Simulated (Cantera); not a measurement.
Mixture: CH4 : O2 : N2 = 1 : 2.13 : 11.1 (molar parts), at 8.00 bar, adiabatic and at constant volume. Ignition delay is the time to a rise of 400 K.

Computed with Cantera and GRI-Mech 3.0 (53 species, 325 reactions).

Task: What does this change do: 0.88 parts H2O added?

Result: 
```tsv
quantity	before	after
delay at 1248 K	4.22 ms	4.42 ms
delay at 1323 K	1.78 ms	1.93 ms
delay at 1398 K	0.789 ms	0.876 ms
delay at 1473 K	0.366 ms	0.411 ms
delay at 1548 K	0.177 ms	0.198 ms
delay at 1623 K	89.9 µs	99.1 µs
delay at 1698 K	48.0 µs	51.7 µs
apparent activation energy between 1548 and 1698 K	190 kJ/mol	200 kJ/mol
```

Task: What does this change do: pressure from 8.00 bar to 1.80 bar?

Result: 
```csv
quantity,before,after
delay at 1248 K,4.22 ms,17.9 ms
delay at 1323 K,1.78 ms,6.86 ms
delay at 1398 K,0.789 ms,2.80 ms
delay at 1473 K,0.366 ms,1.22 ms
delay at 1548 K,0.177 ms,0.569 ms
delay at 1623 K,89.9 µs,0.288 ms
delay at 1698 K,48.0 µs,0.157 ms
apparent activation energy between 1548 and 1698 K,190 kJ/mol,190 kJ/mol
```
